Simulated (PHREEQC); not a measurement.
# Sulfide liquor (model solution)

Solution (25 °C): 0.36 mmol/kgw H2S and 0.054 mmol/kgw NaCl. Closed to the air; pH follows from the charge balance.

The numbers come from PHREEQC with the ion-association model, wateq4f.dat.

Each row changes one thing in this solution. No solid was allowed to form.

| case | pH | ionic strength (mol/kgw) | H2S (mol/kgw) | HS- (mol/kgw) | SI of Halite (NaCl) |
|---|---|---|---|---|---|
| as made | 5.20 | 6.04e-5 | 0.000354 | 6.42e-6 | -10.13 |
| H2S replaced by NaHS at the same molality | 8.73 | 0.000414 | 5.58e-6 | 0.000354 | -9.25 |
| diluted 10-fold with water | 5.70 | 7.38e-6 | 3.40e-5 | 1.98e-6 | -12.12 |
| 0.00069 mol/kgw NaHCO3 added | 6.85 | 0.000744 | 0.000197 | 0.000163 | -9.01 |
| 3.6e-05 mol/kgw Na2CO3 added | 6.21 | 0.000127 | 0.000303 | 5.73e-5 | -9.76 |

The polysulfide entries of wateq4f.dat were taken out for this run.
